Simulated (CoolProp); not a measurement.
A closed Brayton cycle with nitrogen: compressor inlet 333.15 K and 1 MPa, high pressure 1.87 MPa, turbine inlet 955 K, compressor efficiency 0.85, turbine efficiency 0.93, recuperator effectiveness 0.9 (on enthalpy, no pinch check). Each further row changes one setting.

Computed with CoolProp (reference Helmholtz-energy equation of state, Span 2000).

```csv
case,thermal efficiency (%),net work (kJ/kg),compressor to turbine work,compressor exit (K),turbine exit (K)
as stated,36.8,73.1,0.52,409.9,821.7
turbine inlet 905 K,35.1,65.0,0.55,409.9,777.5
compressor inlet 343.15 K,35.9,70.7,0.54,422.2,821.7
high pressure 1.59 MPa,34.7,57.9,0.50,388.7,854.5
recuperator effectiveness 0.5,19.4,73.1,0.52,409.9,821.7
```
